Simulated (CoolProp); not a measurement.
Vapour-liquid equilibrium of dimethyl ether (1) + R227EA (2) at 262 kPa; x and y are mole fractions of (1).

Values from CoolProp's multi-fluid Helmholtz-energy mixture model, Wu 2011 and Lemmon 2016; pair parameters Bell 2016.

```csv
x,"bubble temperature, mixture model (K)","bubble temperature, Raoult's law (K)","y, mixture model","y, Raoult's law"
0.05,282.4,280.8,0.021,0.066
0.125,284.1,280.1,0.072,0.161
0.2,285.6,279.4,0.148,0.252
0.275,286.4,278.7,0.248,0.338
0.35,286.6,278.0,0.364,0.421
0.425,286.0,277.3,0.485,0.500
0.5,284.8,276.7,0.600,0.575
0.575,283.1,276.1,0.703,0.647
0.65,281.2,275.4,0.788,0.716
0.725,279.2,274.8,0.856,0.782
0.8,277.2,274.2,0.909,0.845
0.875,275.4,273.6,0.950,0.905
0.95,273.7,273.0,0.982,0.963
```

The largest gap from Raoult's law is +8.7 K in bubble temperature, at x = 0.425. y crosses x between x = 0.275 and 0.35: the model has an azeotrope there.

The pair parameters rest on a limited set of measurements; away from them the model extrapolates.
